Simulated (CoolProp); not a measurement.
Ethylene at several states: fugacity coefficient from the reference equation and from simpler models built on Tc = 282.4 K, pc = 5042 kPa, ω = 0.087; each cubic takes its own stable root.

The numbers come from the reference Helmholtz-energy equation of state, Smukala 2000 in CoolProp.

| T (K) | p (kPa) | phase | reference | van der Waals | Peng-Robinson |
|---|---|---|---|---|---|
| 240.8 | 1310 | gas | 0.8590 | ___ | ___ |
| 127.3 | 21300 | liquid | 0.0003769 | ___ | ___ |
| 193.7 | 69.2 | gas | 0.9856 | 0.9902 | 0.9858 |

**Question.** Fill in the missing entries.

**Answer.** 
- 240.8, van der Waals: 0.8876
- 240.8, Peng-Robinson: 0.8511
- 127.3, van der Waals: 0.01199
- 127.3, Peng-Robinson: 0.0003904
